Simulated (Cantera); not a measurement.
**Thermodynamics of abatement and gas-phase synthesis, feed CO₂ + O₂ + NH₃**

Feed: 1 mol CO₂, 0.81 mol O₂, 0.028 mol NH₃, held at 74.0 mbar.

Cantera equilibrium calculation (NASA polynomials, part measured and part estimated; ideal gas, pure solids and liquids). Candidate condensed phases: C, C₆H₆, C₇H₈, C₈H₁₈, H₂O; 169 gas species. Ions and electrons are included (thermal ionisation). Rates play no part.

```tsv
T (K)	log p O	log p O₂	log p CO	log p CO₂	log p H	log p OH	log p N	log p NO
3000	-1.75	-1.62	-1.70	-2.03	-3.01	-2.95	-6.65	-3.53
3250	-1.51	-1.82	-1.66	-2.46	-2.87	-3.17	-6.05	-3.55
3500	-1.38	-2.14	-1.67	-2.94	-2.81	-3.50	-5.51	-3.63
3750	-1.32	-2.53	-1.69	-3.42	-2.79	-3.87	-5.03	-3.74
4000	-1.30	-2.94	-1.70	-3.86	-2.78	-4.24	-4.60	-3.85
4250	-1.29	-3.32	-1.70	-4.26	-2.78	-4.57	-4.23	-3.98
4500	-1.29	-3.66	-1.70	-4.62	-2.78	-4.88	-3.92	-4.11
4750	-1.28	-3.98	-1.70	-4.94	-2.78	-5.16	-3.67	-4.26
5000	-1.28	-4.26	-1.70	-5.23	-2.78	-5.41	-3.49	-4.44
```
log p: log10 of the partial pressure in bar; nothing condenses.

From 3000 K to 5000 K nothing is condensed. The main C-bearing gas is CO throughout.
